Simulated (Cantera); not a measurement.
A closed system holds: 1 mol SiO2, 16 mol F2, 17 mol O2, at 10.0 mbar.

These are equilibrium values from Cantera (NASA tables, ideal gas, pure condensed phases), not measurements of a reactor. Candidate condensed phases: Si, SiO2; 17 gas species. Kinetics and transport are ignored. All values below are at 1577 °C.

Base state: F 0.595, O2 0.382, SiF4 0.0213, O 0.00119, F2 3.75e-5, FO 1.60e-5 (mole fractions); condensed: gas only.

### Question
What changes in the equilibrium state with this change: SiO2 replaced by CaO?

### Answer
```tsv
species	before	after
F	0.595	0.618
O2	0.382	0.360
CaF2	0	0.0206
SiF4	0.0213	0
F2	3.75e-5	4.04e-5
O	0.00119	0.00116
FO	1.60e-5	1.62e-5
```
Further candidate phases: Ca, CaF2, CaO.
